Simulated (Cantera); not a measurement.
Mixture: C₃H₈ : O₂ : N₂ = 1 : 3.57 : 13.4 (molar parts), at 0.888 atm, adiabatic and at constant pressure. Ignition delay is the time to a rise of 400 K.

Detailed kinetics in Cantera: GRI-Mech 3.0 (53 species, 325 reactions). GRI-Mech 3.0 was tuned for natural gas; its chemistry of propane as a main component is partial and can be far from experiment.

Task: Predict: delay at 1000 K; delay at 1100 K; delay at 1200 K; delay at 1300 K; delay at 1400 K; apparent activation energy between 1300 and 1400 K.

Result: 
```json
{
 "delay at 1000 K": "0.639 s",
 "delay at 1100 K": "59.8 ms",
 "delay at 1200 K": "6.68 ms",
 "delay at 1300 K": "1.07 ms",
 "delay at 1400 K": "0.255 ms",
 "apparent activation energy between 1300 and 1400 K": "220 kJ/mol"
}
```
